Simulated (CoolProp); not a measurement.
Properties of sulfur dioxide at several states (Tc = 157.5 °C, pc = 78.87 bar, ω = 0.256).

Computed with CoolProp (reference Helmholtz-energy equation of state, Gao 2016).

```
T (°C)  p (bar)   phase  density (kg/m³)  speed of sound (m/s)  Joule-Thomson coefficient (K/MPa)
------  -------  ------  ---------------  --------------------  ---------------------------------
122.45      3.6     gas            7.167                 248.7                              15.67
-69.85    0.285  liquid             1614                  1277                            -0.3064
41.75       3.1     gas            7.928                 220.8                              31.78
182.85        3     gas            5.125                 267.5                              10.66
```
